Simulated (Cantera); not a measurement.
Cantera run, input and output.

```python
import numpy as np
import cantera as ct

gas = ct.Solution("gri30.yaml")
gas.TPX = 1900, 1400000, {'CH4': 1, 'CO2': 0.39}
reactor = ct.IdealGasConstPressureReactor(gas, energy="off", clone=False)
net = ct.ReactorNet([reactor])
net.rtol, net.atol = 1e-08, 1e-18
show = ['CH4', 'CO2', 'H2O2', 'CH2', 'OH', 'CO']
times = np.geomspace(1e-06, 10, 9)

steps = ct.SolutionArray(gas, extra=["t"])
rows = []
print(f"{'t/s':>10s}{'T/K':>9s}{'P/Pa':>11s}" + "".join(f"{s:>11s}" for s in show))
for t in times:
    while net.time < t:
        t_next = net.step()
        steps.append(gas.state, t=t_next)
    rows.append([np.interp(t, steps.t, y) for y in (steps.T, steps.P, *steps(*show).X.T)])
    print(f"{t:10.3e}{rows[-1][0]:9.1f}{rows[-1][1]:11.4g}" + "".join(f"{x:11.3e}" for x in rows[-1][2:]))
rate = np.gradient(steps.T, steps.t)
print("integrator steps:", len(steps.t))
if steps.T.max() > steps.T[0] + 200:
    print(f"time of steepest temperature rise: {steps.t[rate.argmax()]:.4e} s")
gas.TPX = 1900, 1400000, {'CH4': 1, 'CO2': 0.39}
gas.equilibrate("TP")
print(f"equilibrium (TP): T = {gas.T:.1f} K  " + "  ".join(f"{s} {gas[s].X[0]:.3e}" for s in show))
```

Output:

```
       t/s      T/K       P/Pa        CH4        CO2       H2O2        CH2         OH         CO
 1.000e-06   1900.0    1.4e+06  7.147e-01  2.802e-01  6.131e-15  4.019e-07  4.638e-08  2.107e-05
 7.499e-06   1900.0    1.4e+06  6.749e-01  2.769e-01  2.500e-14  1.244e-06  1.575e-07  4.890e-04
 5.623e-05   1900.0    1.4e+06  4.310e-01  2.295e-01  3.743e-13  8.334e-07  7.586e-07  1.128e-02
 4.217e-04   1900.0    1.4e+06  1.460e-01  9.848e-02  3.646e-12  4.234e-07  2.522e-06  9.437e-02
 3.162e-03   1900.0    1.4e+06  5.472e-02  1.225e-02  5.203e-12  3.008e-07  3.052e-06  1.940e-01
 2.371e-02   1900.0    1.4e+06  5.101e-02  3.574e-03  2.744e-13  1.326e-07  7.005e-07  2.703e-01
 1.778e-01   1900.0    1.4e+06  4.881e-02  7.521e-06  1.079e-18  9.580e-08  1.389e-09  2.965e-01
 1.334e+00   1900.0    1.4e+06  4.881e-02  2.585e-06  1.299e-19  9.575e-08  4.819e-10  2.965e-01
 1.000e+01   1900.0    1.4e+06  4.881e-02  2.585e-06  1.299e-19  9.575e-08  4.819e-10  2.965e-01
integrator steps: 1842
equilibrium (TP): T = 1900.0 K  CH4 4.881e-02  CO2 2.618e-06  H2O2 1.333e-19  CH2 9.579e-08  OH 4.882e-10  CO 2.965e-01
```

Computed with Cantera and GRI-Mech 3.0 (53 species, 325 reactions). GRI-Mech 3.0 stops at C3 and has no aromatics, soot or wall deposition, so with more carbon than oxygen in the feed, carbon stays in small species such as C2H2 where larger ones or solid carbon would form. The pressure lies above the range GRI-Mech 3.0 was tuned for (to about 10 atm).
